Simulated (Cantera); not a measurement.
Cantera run, input and output.

```python
import numpy as np
import cantera as ct

surf = ct.Interface("ptcombust.yaml", "Pt_surf")
gas = surf.adjacent["gas"]
gas.TPX = 975, 260000, {'CO': 0.014, 'O2': 0.05, 'N2': 0.79, 'H2O': 0.017}
surf.TP = 975, 260000
reactor = ct.FlowReactor(gas, clone=False)
reactor.area = 0.0001  # m2
reactor.surface_area_to_volume_ratio = 1200  # 1/m
reactor.mass_flow_rate = 2 * reactor.area * gas.density  # inlet velocity 2 m/s
reactor.energy_enabled = False
wall = ct.ReactorSurface(surf, reactor, clone=False)
net = ct.ReactorNet([reactor])
net.rtol, net.atol = 1e-8, 1e-16
show, cover = ['CO', 'O2', 'H2O', 'CO2'], ['PT(S)', 'H(S)', 'O(S)', 'OH(S)', 'CO(S)', 'C(S)']

rows = []
print(f"{'z/m':>9s}{'u/(m/s)':>9s}" + "".join(f"{s:>13s}" for s in show + cover))
for z in [8.4e-05, 0.00018, 0.00039, 0.00084, 0.0018, 0.0039, 0.0084]:
    net.advance(z)
    rows.append([reactor.speed, *gas[show].X, *surf[cover].coverages])
    print(f"{z:9.4g}{rows[-1][0]:9.3g}" + "".join(f"{x:13.4e}" for x in rows[-1][1:]))
```

Result:

```
      z/m  u/(m/s)           CO           O2          H2O          CO2        PT(S)         H(S)         O(S)        OH(S)        CO(S)         C(S)
  8.4e-05     1.99   2.7639e-03   5.1082e-02   1.9649e-02   1.3417e-02   4.1858e-01   2.0149e-06   5.6205e-01   5.4003e-03   1.3942e-02   9.0173e-13
  0.00018     1.99   1.1199e-03   5.0301e-02   1.9665e-02   1.5075e-02   1.8308e-01   4.8518e-07   8.1183e-01   4.2941e-03   7.7795e-04   1.5237e-14
  0.00039     1.98   3.2126e-04   4.9921e-02   1.9673e-02   1.5880e-02   1.6409e-01   4.0684e-07   8.3160e-01   4.1154e-03   1.7538e-04   3.0055e-15
  0.00084     1.98   3.0074e-05   4.9783e-02   1.9676e-02   1.6173e-02   1.5892e-01   3.8655e-07   8.3699e-01   4.0634e-03   1.5309e-05   2.5245e-16
   0.0018     1.98   2.1716e-07   4.9769e-02   1.9676e-02   1.6203e-02   1.5843e-01   3.8464e-07   8.3750e-01   4.0584e-03   1.0980e-07   1.8039e-18
   0.0039     1.98   4.5540e-12   4.9768e-02   1.9676e-02   1.6204e-02   1.5843e-01   3.8462e-07   8.3750e-01   4.0583e-03   2.3024e-12   3.7825e-23
   0.0084     1.98   1.0237e-15   4.9768e-02   1.9676e-02   1.6204e-02   1.5843e-01   3.8462e-07   8.3750e-01   4.0583e-03   5.1756e-16   8.5028e-27
```

Cantera simulation using Deutschmann's 1995 Pt surface mechanism with GRI-Mech 3.0 gas chemistry; the numbers are that mechanism's predictions, not measurements. Catalytic surfaces can have several steady states; this one follows from the mechanism file's or the stated starting coverage. Mass transfer to the wall is taken as infinitely fast.
